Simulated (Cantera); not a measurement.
Feed: 1 mol CuO, 1.2 mol H2, 1.7 mol H2O, equilibrated at 1877 °C and 110 Pa.

Method: chemical equilibrium by Gibbs-energy minimisation in Cantera with the NASA 1993 tables (ideal gas, pure condensed phases). Candidate condensed phases: Cu, CuO, Cu(OH)2, Cu2O, H2O; 12 gas species. The numbers say what is thermodynamically allowed, not how fast it happens.

Base state: H2O 0.565, Cu 0.240, H2 0.0956, H 0.0393, OH 0.0300, O2 0.0218, O 0.00869, CuO 0.000109 (mole fractions); condensed: gas only.

### Question
What changes in the equilibrium state with this change: temperature from 1877 °C to 1077 °C?

### Answer
```
species       before     after
----------  --------  --------
H2O            0.565     0.931
H2            0.0956    0.0689
Cu             0.240  0.000445
H             0.0393   1.89e-5
O2            0.0218   6.90e-9
OH            0.0300   4.14e-6
O            0.00869   1.06e-9
CuO         0.000109     <1e-9
Cu2          2.66e-5   5.83e-8
Cu(s), mol         0     0.999
```
